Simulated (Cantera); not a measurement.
What does this Cantera script print?

```python
import numpy as np
import cantera as ct

gas = ct.Solution("gri30.yaml")
gas.TPX = 875, 13332, {'H2': 1.1, 'O2': 1, 'N2': 1.7}
reactor = ct.IdealGasConstPressureReactor(gas, energy="off", clone=False)
net = ct.ReactorNet([reactor])
net.rtol, net.atol = 1e-08, 1e-18
show = ['H2', 'O2', 'O', 'NO2', 'NO', 'H2O']
times = np.geomspace(6e-05, 5, 12)

steps = ct.SolutionArray(gas, extra=["t"])
rows = []
print(f"{'t/s':>10s}{'T/K':>9s}{'P/Pa':>11s}" + "".join(f"{s:>11s}" for s in show))
for t in times:
    while net.time < t:
        t_next = net.step()
        steps.append(gas.state, t=t_next)
    rows.append([np.interp(t, steps.t, y) for y in (steps.T, steps.P, *steps(*show).X.T)])
    print(f"{t:10.3e}{rows[-1][0]:9.1f}{rows[-1][1]:11.4g}" + "".join(f"{x:11.3e}" for x in rows[-1][2:]))
rate = np.gradient(steps.T, steps.t)
print("integrator steps:", len(steps.t))
if steps.T.max() > steps.T[0] + 200:
    print(f"time of steepest temperature rise: {steps.t[rate.argmax()]:.4e} s")
gas.TPX = 875, 13332, {'H2': 1.1, 'O2': 1, 'N2': 1.7}
gas.equilibrate("TP")
print(f"equilibrium (TP): T = {gas.T:.1f} K  " + "  ".join(f"{s} {gas[s].X[0]:.3e}" for s in show))
```

Output:

```
       t/s      T/K       P/Pa         H2         O2          O        NO2         NO        H2O
 6.000e-05    875.0  1.333e+04  2.895e-01  2.632e-01  9.343e-13  5.383e-37  8.887e-28  2.822e-12
 1.681e-04    875.0  1.333e+04  2.895e-01  2.632e-01  4.936e-12  1.946e-34  3.584e-26  3.431e-11
 4.708e-04    875.0  1.333e+04  2.895e-01  2.632e-01  6.555e-11  7.692e-31  8.750e-24  8.203e-10
 1.319e-03    875.0  1.333e+04  2.895e-01  2.632e-01  3.513e-08  1.195e-22  2.634e-18  4.966e-07
 3.694e-03    875.0  1.333e+04  6.900e-02  1.680e-01  5.281e-04  1.096e-10  1.274e-07  2.557e-01
 1.035e-02    875.0  1.333e+04  3.939e-02  1.554e-01  5.569e-06  1.452e-08  1.176e-07  2.924e-01
 2.899e-02    875.0  1.333e+04  3.896e-02  1.552e-01  4.322e-08  1.104e-07  2.181e-08  2.929e-01
 8.120e-02    875.0  1.333e+04  3.889e-02  1.552e-01  4.935e-08  1.103e-07  2.188e-08  2.929e-01
 2.275e-01    875.0  1.333e+04  3.860e-02  1.550e-01  7.725e-08  1.049e-07  2.733e-08  2.932e-01
 6.372e-01    875.0  1.333e+04  3.691e-02  1.542e-01  1.604e-07  9.421e-08  3.814e-08  2.951e-01
 1.785e+00    875.0  1.333e+04  2.918e-02  1.509e-01  2.089e-07  9.239e-08  4.049e-08  3.040e-01
 5.000e+00    875.0  1.333e+04  1.398e-02  1.444e-01  1.795e-07  1.027e-07  3.123e-08  3.219e-01
integrator steps: 1505
equilibrium (TP): T = 875.0 K  H2 3.122e-12  O2 1.385e-01  O 2.108e-12  NO2 1.865e-07  NO 4.328e-06  H2O 3.385e-01
```

Cantera simulation using GRI-Mech 3.0 (53 species, 325 reactions); the numbers are that mechanism's predictions, not measurements. Radical loss at walls, strong at low pressure, is not modelled. Below about 950 K walls govern HO2 and H2O2 in real vessels. The temperature is held fixed by assumption; the heat of reaction is taken as removed at once.
